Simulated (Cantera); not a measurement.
Input: 1 mol Fe3O4, 0.7 mol C, 0.12 mol N2, at 5.00 bar.

Equilibrium computed with Cantera from the NASA thermochemical tables; the gas is ideal and each condensed phase is pure. Candidate condensed phases: C, Fe, Fe(CO)5, FeO, Fe2O3, Fe3O4; 27 gas species. The tables' stoichiometric FeO is somewhat more stable than real wüstite, so its field is too wide. FeO: taken at fixed stoichiometry. Rates play no part.

x: gas mole fraction; n: condensed amount in mol.

```
T (°C)   x CO  x CO2   x N2        x Fe        x NO       x FeO  n FeO(s)  n FeO(l)
------  -----  -----  -----  ----------  ----------  ----------  --------  --------
1177    0.488  0.366  0.146     2.22e-9    6.75e-10    1.27e-11      3.00         0
1227    0.488  0.366  0.146     6.47e-9     1.89e-9    5.01e-11      3.00         0
1277    0.488  0.366  0.146     1.75e-8     4.94e-9    1.81e-10      3.00         0
1327    0.488  0.366  0.146     4.46e-8     1.22e-8    5.99e-10      3.00         0
1377    0.488  0.366  0.146     1.07e-7     2.84e-8     1.84e-9         0      3.00
1427    0.488  0.366  0.146  (withheld)  (withheld)  (withheld)         0      3.00
1477    0.488  0.366  0.146  (withheld)  (withheld)  (withheld)         0      3.00
1527    0.488  0.366  0.146     9.37e-7     2.70e-7     3.13e-8         0      3.00
1577    0.488  0.366  0.146     1.78e-6     5.26e-7     7.24e-8         0      3.00
1627    0.488  0.366  0.146     3.26e-6     9.92e-7     1.59e-7         0      3.00
```

Q: Some entries are withheld; supply them.

A: 
- 1427, x Fe: 2.30e-7
- 1427, x NO: 6.28e-8
- 1427, x FeO: 5.03e-9
- 1477, x Fe: 4.74e-7
- 1477, x NO: 1.33e-7
- 1477, x FeO: 1.29e-8
